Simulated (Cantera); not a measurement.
Charge: 1 mol SiCl₄, 22 mol N₂, 12 mol H₂, equilibrated at 1823 K.

Equilibrium computed with Cantera from the NASA thermochemical tables; the gas is ideal and each condensed phase is pure. Candidate condensed phases: NH₄Cl, Si, Si₃N₄; 28 gas species. The tables' values for SiCl, SiCl₃, SiN are old estimates; treat these amounts as uncertain. Equilibrium is a limit: real reactors are often held back by kinetics, nucleation or transport.

log p: log10 of the partial pressure in bar; n: condensed amount in mol.

| P (Pa) | log p N₂ | log p H₂ | log p HCl | log p H | log p SiCl₂ | log p Si | n Si₃N₄(s) |
|---|---|---|---|---|---|---|---|
| 5 | -4.53 | -4.87 | -5.41 | -5.80 | -6.26 | -6.14 | 0 |
| 36 | -3.66 | -3.98 | -4.63 | -5.35 | -5.13 | -5.69 | 0 |
| 260 | (withheld) | (withheld) | (withheld) | (withheld) | (withheld) | (withheld) | 0 |
| 1900 | -1.94 | -2.24 | -2.97 | -4.48 | -3.29 | -5.41 | 0 |
| 14000 | (withheld) | (withheld) | (withheld) | (withheld) | (withheld) | (withheld) | (withheld) |
| 100000 | -0.22 | -0.54 | -1.02 | -3.63 | -2.14 | -6.47 | 0.239 |

Task: What belongs in the gaps?

Result: 
- 14000, log p N₂: -1.07
- 14000, log p H₂: -1.38
- 14000, log p HCl: -1.97
- 14000, log p H: -4.05
- 14000, log p SiCl₂: -2.63
- 14000, log p Si: -5.90
- 14000, n Si₃N₄(s): 0.127
- 260, log p N₂: -2.80
- 260, log p H₂: -3.11
- 260, log p HCl: -3.82
- 260, log p H: -4.92
- 260, log p SiCl₂: -4.18
- 260, log p Si: -5.47
